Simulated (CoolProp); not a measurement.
A simple Rankine cycle with R1336mzz(Z): condensing at 295.15 K, boiler at 1.1 MPa, turbine inlet 398 K, turbine efficiency 0.6, pump efficiency 0.6, no recuperator. Each further row changes one setting.

Computed with CoolProp (reference Helmholtz-energy equation of state, McLinden 2020).

```
case                             thermal efficiency (%)  net work (kJ/kg)  heat in (kJ/kg)  turbine exit temperature (K)  volume ratio over the turbine
-------------------------------  ----------------------  ----------------  ---------------  ----------------------------  -----------------------------
as stated                                          10.8              26.7              247                         350.7                           19.5
turbine inlet 418 K                          (withheld)              29.1              271                    (withheld)                           18.4
condensing temperature 287.15 K                    11.7              29.9              257                         346.9                           27.0
boiler pressure 0.77 MPa                            9.8        (withheld)              254                         360.5                     (withheld)
turbine efficiency 0.5                       (withheld)              22.0              247                         355.6                           19.8
```

Q: What belongs in the gaps?

A: 
- turbine inlet 418 K, thermal efficiency (%): 10.7
- turbine inlet 418 K, turbine exit temperature (K): 373.2
- boiler pressure 0.77 MPa, net work (kJ/kg): 24.9
- boiler pressure 0.77 MPa, volume ratio over the turbine: 12.5
- turbine efficiency 0.5, thermal efficiency (%): 8.9
